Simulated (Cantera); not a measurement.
## Thermodynamics of fluorocarbon and chlorocarbon gases, feed CH3F + H2 + HCl

A closed system holds: 1 mol CH3F, 4.1 mol H2, a varied amount of HCl, equilibrated at 2225 K and 13.3 mbar.

These are equilibrium values from Cantera (NASA tables, ideal gas, pure condensed phases), not measurements of a reactor. Candidate condensed phases: C, C6H6, C7H8, C8H18; 118 gas species. Equilibrium is a limit: real reactors are often held back by kinetics, nucleation or transport.

From 0.058 mol HCl to 0.47 mol HCl the condensed part is C(graphite). The main C-bearing gas is C2H2 (acetylene) throughout.

```tsv
n(HCl) (mol)	x H2	x HF	x HCl	x H	n C(graphite)
0.058	0.781	0.158	0.00878	0.0496	0.971
0.07	0.779	0.158	0.0106	0.0495	0.971
0.084	0.777	0.158	0.0127	0.0495	0.971
0.1	0.775	0.157	0.0150	0.0494	0.971
0.12	0.773	0.157	0.0180	0.0493	0.971
0.15	0.769	0.156	0.0224	0.0492	0.971
0.18	0.765	0.155	0.0267	0.0491	0.971
0.22	0.761	0.154	0.0324	0.0489	0.971
0.27	0.755	0.153	0.0395	0.0487	0.971
0.32	0.749	0.152	0.0464	0.0485	0.971
0.39	0.741	0.150	0.0559	0.0483	0.971
0.47	0.732	0.148	0.0665	0.0480	0.971
```
x: gas mole fraction; n: condensed amount in mol.
